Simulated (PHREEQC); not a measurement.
Solution (25 °C): 0.012 mol/kgw KHCO3, 0.00033 mol/kgw Na2SO4 and 0.22 mol/kgw NaCl. Closed to the air; pH follows from the charge balance.

All values are PHREEQC results (ion-association model, wateq4f.dat), not measurements.

Problem. The ionic strength comes out as 0.232 mol/kgw. What activity coefficients do K+, CO3-2, Na+, Cl-, NaSO4- get?

Solution. K+ 0.70, CO3-2 0.30, Na+ 0.74, Cl- 0.70, NaSO4- 0.74.

No solid was allowed to form. Species that the database lacks are ignored.
